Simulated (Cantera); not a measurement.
Input (Python, Cantera) and output of one run.

```python
import numpy as np
import cantera as ct

gas_names = [...]  # 110 gases of nasa_gas.yaml made of C, H, O
cond_names = """
    C(gr) C6H6(L) C7H8(L) C8H18(L),n-octa H2O(s) H2O(L)
""".split()


# ... load() reads the species with a 1 bar reference pressure and builds the phases ...
atoms = {
    'CH3OH': {'C': 1, 'H': 4, 'O': 1},
    'H2': {'H': 2},
    'O2': {'O': 2},
}
top_T = {'C(gr)': 4500}  # K; cautious upper limits of use, not melting points


# ... equilibrate(T, P, feed) seeds the gas with the atoms and calls Mixture.equilibrate('TP', solver="vcs", rtol=1e-11, max_steps=5000) ...
results = []
feed = {'CH3OH': 1, 'H2': 0.78, 'O2': 0.0082}  # mol
T = 1050  # K
P = 1200000  # Pa
mix = equilibrate(T, P, feed)
results.append((T, P, feed, dict(zip(mix.species_names, mix.species_moles))))
x = sorted(zip(gas.X, gas.species_names), reverse=True)
print(f"T = {T:g} K  P = {P:g} Pa  gas = {mix.phase_moles(0):.4g} mol")
print("   x: " + "  ".join(f"{s} {v:.3e}" for v, s in x if v > 1e-05))
print("   condensed (mol): " + ("  ".join(f"{mix.phase(i).name} {mix.phase_moles(i):.4g}"
      for i in range(1, mix.n_phases) if mix.phase_moles(i) > 1e-12) or "none"))
```

It prints:

```
T = 1050 K  P = 1.2e+06 Pa  gas = 2.783 mol
   x: H2 5.044e-01  CH4 1.748e-01  H2O 1.446e-01  CO 1.316e-01  CO2 4.445e-02  C2H6 1.626e-05
   condensed (mol): C(gr) 0.02315
```

These are equilibrium values from Cantera (NASA tables, ideal gas, pure condensed phases), not measurements of a reactor.
